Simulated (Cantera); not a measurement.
Input: 1 mol SiCl4, 0.22 mol Cl2, 6.7 mol H2, equilibrated at 1275 K and 1330 Pa.

Cantera equilibrium calculation (NASA polynomials, part measured and part estimated; ideal gas, pure solids and liquids). Candidate condensed phases: Si; 19 gas species. The tables' values for SiCl3 are old estimates; treat these amounts as uncertain. Kinetics and transport are ignored.

Q: What is the equilibrium state?

A: 
* **x(H2)**: 0.700
* **x(HCl)**: 0.182
* **x(SiCl2)**: 0.0525
* **x(SiCl4)**: 0.0413
* **x(SiCl3)**: 0.0182
* **x(SiHCl3)**: 0.00640
* **x(SiH2Cl2)**: 0.000138
* **x(H)**: 5.34e-6
* **x(Cl)**: 1.18e-6
* **gas amount**: 8.440 mol
* **log10 activity of Si(s) (absent)**: -0.37
